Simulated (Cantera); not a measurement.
# Adiabatic ignition

An adiabatic, constant-pressure homogeneous reactor starts with CO : H2 : CH4 : O2 : N2 : H2O = 1 : 0.87 : 0.057 : 1.4 : 5.26 : 0.34 (molar parts), equivalence ratio 0.75, at 950 K and 650000 Pa.

Model: GRI-Mech 3.0 (53 species, 325 reactions), integrated in Cantera. Below about 1000 K GRI-Mech 3.0 lacks low-temperature oxidation paths.

| t (s) | T (K) | x CO | x H2 | x CH4 | x O2 | x H |
|---|---|---|---|---|---|---|
| 5.00e-6 | 950 | 0.112 | 0.0975 | 0.00639 | 0.157 | 1.15e-11 |
| 2.19e-5 | 950 | 0.112 | 0.0975 | 0.00639 | 0.157 | 1.35e-11 |
| 9.62e-5 | 950 | 0.112 | 0.0975 | 0.00639 | 0.157 | 2.03e-11 |
| 0.000422 | 950 | 0.112 | 0.0975 | 0.00639 | 0.157 | 5.30e-11 |
| 0.00185 | 950 | 0.112 | 0.0975 | 0.00639 | 0.157 | 3.10e-10 |
| 0.00811 | 952 | 0.112 | 0.0974 | 0.00638 | 0.157 | 5.15e-9 |
| 0.0356 | 2496 | 0.00850 | 0.00178 | <1e-12 | 0.0424 | 0.000412 |
| 0.156 | 2494 | 0.00846 | 0.00177 | <1e-12 | 0.0417 | 0.000407 |
| 0.684 | 2494 | 0.00846 | 0.00177 | <1e-12 | 0.0417 | 0.000407 |
| 3.00 | 2494 | 0.00846 | 0.00177 | <1e-12 | 0.0417 | 0.000407 |
x: mole fraction; the columns are a selection and need not sum to one.

```
Quantity                                                            Result
---------------------------------  ---------------------------------------
time of steepest temperature rise                                  27.2 ms
temperature at 3.00 s                                               2494 K
equilibrium temperature                                             2494 K
x(CO) at 3.00 s                    0.00846 (gas-phase equilibrium 0.00846)
x(H2) at 3.00 s                    0.00177 (gas-phase equilibrium 0.00177)
x(CH4) at 3.00 s                     <1e-12 (gas-phase equilibrium <1e-12)
```
